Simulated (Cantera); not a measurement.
# Pyrogenic steam for wet oxidation

An isothermal, constant-pressure homogeneous reactor starts with H₂ : O₂ : N₂ = 1.4 : 1 : 0.8 (molar parts), at 1250 K and 0.987 atm.

Computed with Cantera and the H2/O2 subset of GRI-Mech 3.0, which has no nitrogen chemistry. The temperature is held fixed by assumption; the heat of reaction is taken as removed at once.

```
t (s)         x H₂   x O₂  x H₂O      x O     x HO₂
--------  --------  -----  -----  -------  --------
4.00e-5     0.0151  0.125  0.536  0.00167  0.000241
0.000136   0.00262  0.121  0.556  7.18e-5   9.25e-5
0.000459  0.000779  0.120  0.559  7.21e-6   3.37e-5
0.00156   0.000184  0.120  0.560  1.01e-6   8.81e-6
0.00528    1.30e-5  0.120  0.560  1.90e-7   7.03e-7
0.0179     1.38e-7  0.120  0.560  7.22e-8   4.68e-8
0.0606     6.12e-8  0.120  0.560  3.19e-8   3.58e-8
0.205      5.62e-8  0.120  0.560  2.42e-8   3.56e-8
0.696      5.61e-8  0.120  0.560  2.41e-8   3.56e-8
2.36       5.61e-8  0.120  0.560  2.41e-8   3.56e-8
8.00       5.61e-8  0.120  0.560  2.41e-8   3.56e-8
```
x: mole fraction; the columns are a selection and need not sum to one.

Equilibrium at this temperature and pressure: H₂ 5.61e-8, O₂ 0.120, H₂O 0.560, O 2.41e-8, HO₂ 3.56e-8 (gas phase only).
